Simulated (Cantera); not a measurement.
Thermodynamics of silicon etching in halogen gases, feed Si + SF6 + N2

A closed system holds: 1 mol Si, 2.4 mol SF6, 63 mol N2, at 1052 °C and 2.60 mbar.

Cantera equilibrium calculation (NASA polynomials, part measured and part estimated; ideal gas, pure solids and liquids). Candidate condensed phases: S, Si, Si3N4; 29 gas species. The tables' values for SF3 are old estimates; treat these amounts as uncertain. The numbers say what is thermodynamically allowed, not how fast it happens.

- x(N2) = 0.934
- x(SF4) = 0.0322
- x(F) = 0.0154
- x(SiF4) = 0.0148
- x(SF3) = 0.00160
- x(SF2) = 0.00140
- x(SF6) = 0.000411
- x(SF5) = 6.68e-6
- gas amount = 67.44 mol
- log10 activity of S(l) (absent) = -8.65
- log10 activity of Si(s) (absent) = -42.78
